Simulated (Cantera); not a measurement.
A perfectly stirred reactor is fed with C₃H₈ : H₂ = 1 : 5.4 (molar parts), at 0.190 bar; it is held at 1550 K, and followed from long to short residence time.

Model: GRI-Mech 3.0 (53 species, 325 reactions), integrated in Cantera. GRI-Mech 3.0 was tuned for natural gas; its chemistry of propane as a main component is partial and can be far from experiment. GRI-Mech 3.0 stops at C3 and has no aromatics, soot or wall deposition, so with more carbon than oxygen in the feed, carbon stays in small species such as C2H2 where larger ones or solid carbon would form.

```json
[
 {"quantity": "x(C₃H₈) at τ = 6.60 s", "before": "3.62e-6", "after": "2.20e-5"},
 {"quantity": "x(H₂) at τ = 6.60 s", "before": "0.811", "after": "0.814"},
 {"quantity": "x(C₂H₄) at τ = 6.60 s", "before": "0.00396", "after": "0.000720"},
 {"quantity": "x(H) at τ = 6.60 s", "before": "7.64e-5", "after": "0.000828"},
 {"quantity": "x(CH₂) at τ = 6.60 s", "before": "6.76e-9", "after": "5.16e-7"},
 {"quantity": "x(C₃H₈) at τ = 81.0 ms", "before": "0.000184", "after": "0.00127"},
 {"quantity": "x(H₂) at τ = 81.0 ms", "before": "0.781", "after": "0.761"},
 {"quantity": "x(C₂H₄) at τ = 81.0 ms", "before": "0.00844", "after": "0.0193"},
 {"quantity": "x(H) at τ = 81.0 ms", "before": "0.000194", "after": "0.00145"},
 {"quantity": "x(CH₂) at τ = 81.0 ms", "before": "8.34e-8", "after": "2.88e-6"}
]
```

Task: Which change was made?
(A) pressure from 0.190 bar to 0.470 bar
(B) C3H8 1 to 3.3 parts
(C) pressure from 0.190 bar to 0.00450 bar
(D) temperature 1550 to 1900 K

Result: C, pressure from 0.190 bar to 0.00450 bar
